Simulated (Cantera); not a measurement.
# Equilibrium for carbon deposition, reforming and gasification: C₂H₂ + NH₃ + H₂

Feed: 1 mol C₂H₂, 1.1 mol NH₃, 12 mol H₂, at 13.0 Pa.

Equilibrium computed with Cantera from the NASA thermochemical tables; the gas is ideal and each condensed phase is pure. Candidate condensed phases: C, C₆H₆, C₇H₈, C₈H₁₈; 110 gas species. Ions and electrons are included (thermal ionisation). The numbers say what is thermodynamically allowed, not how fast it happens.

From 3000 K to 5000 K nothing is condensed. The main C-bearing gas is C throughout.

| T (K) | x H | x C | x N | x N₂ | x H₂ | x CN |
|---|---|---|---|---|---|---|
| 3000 | 0.926 | 0.0434 | 0.000152 | 0.0154 | 0.00447 | 0.00395 |
| 3250 | 0.921 | 0.0586 | 0.000681 | 0.0158 | 0.00107 | 0.00227 |
| 3500 | 0.919 | 0.0613 | 0.00242 | 0.0155 | 0.000315 | 0.00111 |
| 3750 | 0.917 | 0.0619 | 0.00685 | 0.0135 | 0.000109 | 0.000553 |
| 4000 | 0.913 | 0.0620 | 0.0151 | 0.00944 | 4.27e-5 | 0.000264 |
| 4250 | 0.908 | 0.0618 | 0.0248 | 0.00457 | 1.86e-5 | 0.000112 |
| 4500 | 0.905 | 0.0615 | 0.0309 | 0.00153 | 8.91e-6 | 4.17e-5 |
| 4750 | 0.904 | 0.0611 | 0.0330 | 0.000445 | 4.63e-6 | 1.51e-5 |
| 5000 | 0.903 | 0.0604 | 0.0336 | 0.000134 | 2.56e-6 | 5.79e-6 |
x: gas mole fraction; nothing condenses.
